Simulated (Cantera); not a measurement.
Feed: 1 mol CaCO3, 7.2 mol H2O, 0.016 mol O2, equilibrated at 1673.15 K.

Cantera equilibrium calculation (NASA polynomials, part measured and part estimated; ideal gas, pure solids and liquids). Candidate condensed phases: C, C6H6, C7H8, C8H18, Ca, CaCO3, CaO, Ca(OH)2, H2O; 115 gas species. Rates play no part.

At 0.000360 bar, list the 6 most abundant gas species with their mole fractions, and the condensed phases.

H2O 0.860, CO2 0.117, H2 0.00809, O2 0.00717, CO 0.00365, OH 0.00277. Condensed: CaO(s).
